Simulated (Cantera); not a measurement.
A perfectly stirred reactor is fed with 3.16 % CO, 2.05 % H₂, 4.10 % CH₄, 19.1 % O₂, 71.6 % N₂, equivalence ratio 0.57, at 170000 Pa; it is adiabatic with a 600 K inlet, and is followed from long to short residence time, starting on the burning branch (τ in s: 0.28, 0.13, 0.06, 0.028, 0.013, 0.006, 0.0028, 0.0013, 0.00061, 0.00028, 0.00013, 6.2e-05).

Model: GRI-Mech 3.0 (53 species, 325 reactions), integrated in Cantera.

Task: Predict: blow-out, bracketed by the residence times tried; x(CO) at τ = 0.280 s; x(H₂) at τ = 0.280 s; x(CH₄) at τ = 0.280 s; x(NO) at τ = 0.280 s; x(CO) at τ = 2.80 ms; x(H₂) at τ = 2.80 ms; x(CH₄) at τ = 2.80 ms; x(CH₂CO) at τ = 2.80 ms; x(NO) at τ = 2.80 ms.

Result: 
| Property | Result |
|---|---|
| blow-out, bracketed by the residence times tried | burning at 62.0 µs, the shortest tried |
| x(CO) at τ = 0.280 s | 0.000210 |
| x(H₂) at τ = 0.280 s | 5.63e-5 |
| x(CH₄) at τ = 0.280 s | 1.70e-6 |
| x(NO) at τ = 0.280 s | 0.000127 |
| x(CO) at τ = 2.80 ms | 0.00315 |
| x(H₂) at τ = 2.80 ms | 0.000659 |
| x(CH₄) at τ = 2.80 ms | 4.09e-5 |
| x(CH₂CO) at τ = 2.80 ms | 6.48e-9 |
| x(NO) at τ = 2.80 ms | 2.16e-5 |
